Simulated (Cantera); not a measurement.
An adiabatic, constant-pressure homogeneous reactor starts with H2 : O2 : N2 = 1 : 0.312 : 2.84 (molar parts), equivalence ratio 1.6, at 1675 K and 413 Torr. Integrator tolerance rtol = 1e-08.

Model: the H2/O2 subset of GRI-Mech 3.0, which has no nitrogen chemistry, integrated in Cantera.

Q: What does this change do: initial temperature 1675 to 1400 K?

A: 
| quantity | before | after |
|---|---|---|
| time of steepest temperature rise | 24.4 µs | 59.5 µs |
| temperature at 0.200 s | 2585 K | 2408 K |
| equilibrium temperature | 2585 K | 2408 K |
| x(H2) at 0.200 s | 0.0935 (gas-phase equilibrium 0.0935) | 0.0953 (gas-phase equilibrium 0.0953) |
| x(O2) at 0.200 s | 0.000389 (gas-phase equilibrium 0.000389) | 7.25e-5 (gas-phase equilibrium 7.25e-5) |
| x(H2O2) at 0.200 s | 1.89e-8 (gas-phase equilibrium 1.89e-8) | 5.78e-9 (gas-phase equilibrium 5.78e-9) |
| x(H) at 0.200 s | 0.0150 (gas-phase equilibrium 0.0150) | 0.00694 (gas-phase equilibrium 0.00694) |
| x(HO2) at 0.200 s | 1.69e-7 (gas-phase equilibrium 1.69e-7) | 3.07e-8 (gas-phase equilibrium 3.07e-8) |
| x(OH) at 0.200 s | 0.00559 (gas-phase equilibrium 0.00559) | 0.00215 (gas-phase equilibrium 0.00215) |

Q: What does this change do: pressure from 413 Torr to 3080 Torr?

A: 
| quantity | before | after |
|---|---|---|
| time of steepest temperature rise | 24.4 µs | 3.45 µs |
| temperature at 0.200 s | 2585 K | 2657 K |
| equilibrium temperature | 2585 K | 2657 K |
| x(H2) at 0.200 s | 0.0935 (gas-phase equilibrium 0.0935) | 0.0955 (gas-phase equilibrium 0.0955) |
| x(O2) at 0.200 s | 0.000389 (gas-phase equilibrium 0.000389) | 0.000101 (gas-phase equilibrium 0.000101) |
| x(H2O2) at 0.200 s | 1.89e-8 (gas-phase equilibrium 1.89e-8) | 3.11e-8 (gas-phase equilibrium 3.11e-8) |
| x(H) at 0.200 s | 0.0150 (gas-phase equilibrium 0.0150) | 0.00741 (gas-phase equilibrium 0.00741) |
| x(HO2) at 0.200 s | 1.69e-7 (gas-phase equilibrium 1.69e-7) | 1.22e-7 (gas-phase equilibrium 1.22e-7) |
| x(OH) at 0.200 s | 0.00559 (gas-phase equilibrium 0.00559) | 0.00301 (gas-phase equilibrium 0.00301) |
The hydrogen kinetics of GRI-Mech 3.0 are dated; newer H2 mechanisms differ, most at raised pressure.
